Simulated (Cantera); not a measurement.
A closed system holds: 1 mol CS2, 9.2 mol H2, at 798.15 K and 668 Torr.

These are equilibrium values from Cantera (NASA tables, ideal gas, pure condensed phases), not measurements of a reactor. Candidate condensed phases: C, C6H6, C7H8, C8H18, S; 83 gas species. Equilibrium is a limit: real reactors are often held back by kinetics, nucleation or transport.

Base state: H2 0.634, H2S 0.244, CH4 0.122 (mole fractions); condensed: gas only.

Question: What changes in the equilibrium state with this change: temperature from 798.15 K to 2073.15 K?

Answer: 
```csv
species,before,after
H2,0.634,0.861
CS2,1.01e-7,0.0504
H2S,0.244,0.0438
CH4,0.122,0.000232
CS,<1e-9,0.0198
S2,3.90e-8,0.0123
H,<1e-9,0.00259
C2H2 (acetylene),<1e-9,0.00106
"C(graphite), mol",0,0.268
```

Question: What changes in the equilibrium state with this change: pressure from 668 Torr to 0.525 Torr?

Answer: 
```csv
species,before,after
H2,0.634,0.782
H2S,0.244,0.217
CH4,0.122,0.000593
CS2,1.01e-7,0.000271
S2,3.90e-8,2.57e-5
"C(graphite), mol",0,0.992
```

Question: What changes in the equilibrium state with this change: H2 from 9.2 to 0.086 mol?

Answer: 
```
species            before     after
----------------  -------  --------
CS2               1.01e-7     0.830
H2S                 0.244    0.0840
S2                3.90e-8    0.0790
H2                  0.634  0.000153
CH4                 0.122   2.90e-8
S8                  <1e-9   0.00674
C(graphite), mol        0     0.151
```
Gases not in the tables: S3 to S7.
